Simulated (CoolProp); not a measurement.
Properties of dodecamethylpentasiloxane (MD3M) at several states.

The numbers come from the reference Helmholtz-energy equation of state, Thol 2019 in CoolProp.

```tsv
T (°C)	p (kPa)	phase	density (kg/m³)	cv (kJ/(kg K))	speed of sound (m/s)
64.35	149	liquid	832.1	1.535	823.2
19.85	452	liquid	875.4	1.418	964.8
-42.65	5070	liquid	940.1	1.209	1214
74.35	20	liquid	822.1	1.559	792.4
2.15	19.8	liquid	891.9	1.365	1022
221.35	10.6	gas	1.003	1.833	102.9
```
